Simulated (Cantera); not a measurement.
Input (Python, Cantera) and output of one run.

```python
import numpy as np
import cantera as ct

gas_names = """
    Cu CuF CuF2 CuO Cu2 F FO FO2 F2 F2O O O2 O3
""".split()
cond_names = """
    Cu(cr) Cu(L) CuF2(s) CuF2(L) CuO(s) Cu2O(s) Cu2O(L)
""".split()


# ... load() reads the species with a 1 bar reference pressure and builds the phases ...
atoms = {
    'CuO': {'Cu': 1, 'O': 1},
    'F2': {'F': 2},
}
top_T = {'CuO(s)': 1390}  # K; cautious upper limits of use, not melting points


# ... equilibrate(T, P, feed) seeds the gas with the atoms and calls Mixture.equilibrate('TP', solver="vcs", rtol=1e-11, max_steps=5000) ...
results = []
feed = {'CuO': 1, 'F2': 1.8}  # mol
P = 2200  # Pa
for T in [1173, 1248, 1323, 1398, 1473, 1548, 1623, 1698, 1773]:
    mix = equilibrate(T, P, feed)
    results.append((T, P, feed, dict(zip(mix.species_names, mix.species_moles))))

top = {s: max(r[3][s] / sum(r[3][g] for g in gas_names) for r in results) for s in gas_names}
cols = sorted((s for s in top if top[s] > 1e-06), key=lambda s: -top[s])[:5]
seen = [c for c in cond_names if any(r[3].get(c, 0) > 1e-12 for r in results)]
print("log10 of partial pressures in bar; condensed amounts in mol")
print(f"{'T/K':>10s}" + "".join(f"{s[:9]:>10s}" for s in cols + seen))
for T, P, feed, n in results:
    ng = sum(n[g] for g in gas_names)
    print(f"{T:10.4g}" + "".join(f"{np.log10(max(n[s] / ng * P / 1e5, 1e-99)):10.3f}" for s in cols)
          + "".join(f"{n.get(c, 0):10.4g}" for c in seen))
```

Result:

```
log10 of partial pressures in bar; condensed amounts in mol
       T/K         F      CuF2        O2        F2       CuF   CuF2(L)
      1173    -1.832    -3.137    -2.272    -2.921    -9.836    0.9319
      1248    -1.840    -2.630    -2.321    -3.380    -8.420     0.755
      1323    -1.932    -2.189    -2.429    -3.959    -7.086    0.1297
      1398    -1.947    -2.148    -2.449    -4.342    -6.317         0
      1473    -1.946    -2.149    -2.450    -4.657    -5.677         0
      1548    -1.945    -2.149    -2.450    -4.942    -5.099         0
      1623    -1.945    -2.151    -2.450    -5.202    -4.575         0
      1698    -1.944    -2.155    -2.452    -5.438    -4.101         0
      1773    -1.941    -2.166    -2.455    -5.651    -3.676         0
```

These are equilibrium values from Cantera (NASA tables, ideal gas, pure condensed phases), not measurements of a reactor.
